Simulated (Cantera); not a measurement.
## Equilibrium for carbon deposition, reforming and gasification: C₆H₆ + CO₂ + H₂ + NH₃

Feed: 1 mol C₆H₆, 0.16 mol CO₂, 4 mol H₂, 0.18 mol NH₃, at 1377 °C and 16.0 bar.

Equilibrium computed with Cantera from the NASA thermochemical tables; the gas is ideal and each condensed phase is pure. Candidate condensed phases: C, C₆H₆, C₇H₈, C₈H₁₈, H₂O; 136 gas species. The numbers say what is thermodynamically allowed, not how fast it happens.

```
Quantity                 Value
-------------------  ---------
x(H₂)                    0.927
x(CO)                   0.0420
x(CH₄)                  0.0183
x(N₂)                   0.0118
x(H₂O)                0.000401
x(HCN)                0.000288
x(NH₃)                 6.36e-5
x(C₂H₄)                4.57e-5
x(C₂H₂ (acetylene))    4.23e-5
n(C(graphite))        5.70 mol
gas amount           7.538 mol
```
